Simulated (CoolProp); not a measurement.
Properties of vinyl chloride along the isotherm 430 K.

The numbers come from the reference Helmholtz-energy equation of state, Thol 2022 in CoolProp.

| p (kPa) | phase | density (kg/m³) | speed of sound (m/s) | Joule-Thomson coefficient (K/MPa) | expansivity (1/kK) |
|---|---|---|---|---|---|
| 3730 | gas | 88.41 | 205.4 | 12.81 | 6.358 |
| 7470 | supercritical | 548.6 | 264.1 | 2.844 | 13.65 |
| 11200 | supercritical | 629.2 | 381.3 | 1.080 | 5.670 |
| 14900 | supercritical | 668.3 | 453.5 | 0.5746 | 4.012 |
| 18700 | supercritical | 696.0 | 510.9 | 0.3085 | 3.211 |
| 22400 | supercritical | 717.0 | 557.5 | 0.1478 | 2.746 |
| 26100 | supercritical | 734.4 | 598.0 | 0.03704 | 2.431 |
| 29900 | supercritical | 749.7 | 635.0 | -0.04619 | 2.195 |
| 33600 | supercritical | 762.8 | 667.7 | -0.1081 | 2.019 |
| 37300 | supercritical | 774.5 | 697.7 | -0.1572 | 1.878 |
| 41100 | supercritical | 785.4 | 726.4 | -0.1979 | 1.760 |
| 44800 | supercritical | 795.2 | 752.4 | -0.2307 | 1.664 |
| 48500 | supercritical | 804.2 | 777.0 | -0.2582 | 1.582 |
| 52300 | supercritical | 812.9 | 800.9 | -0.2822 | 1.509 |
| 56000 | supercritical | 820.8 | 823.0 | -0.3023 | 1.447 |
